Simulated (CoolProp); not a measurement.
A single-stage vapour-compression cycle with R407C: evaporating at 291.15 K (dew point), condensing at 339.15 K (bubble point), superheat 5 K, subcooling 5 K, compressor efficiency 0.65, no pressure losses. Each further row changes one setting.

Values from CoolProp's reference Helmholtz-energy equation of state, Lemmon 2003. It is a pseudo-pure fit of the blend.

```csv
case,cooling COP,pressure ratio,discharge temperature (K),refrigerating effect (kJ/kg),volumetric capacity (kJ/m³)
as stated,2.51,3.80,374.2,126,4320
evaporating temperature 296.15 K,…,3.27,371.2,…,5120
condensing temperature 334.15 K,2.92,3.41,367.5,135,4630
subcooling 10 K,2.70,3.80,374.2,136,…
superheat 15 K,2.54,3.80,384.8,137,4410
compressor efficiency 0.55,2.12,3.80,381.3,126,4320
```

Q: Some entries are withheld; supply them.

A: 
- evaporating temperature 296.15 K, cooling COP: 2.90
- evaporating temperature 296.15 K, refrigerating effect (kJ/kg): 128
- subcooling 10 K, volumetric capacity (kJ/m³): 4650
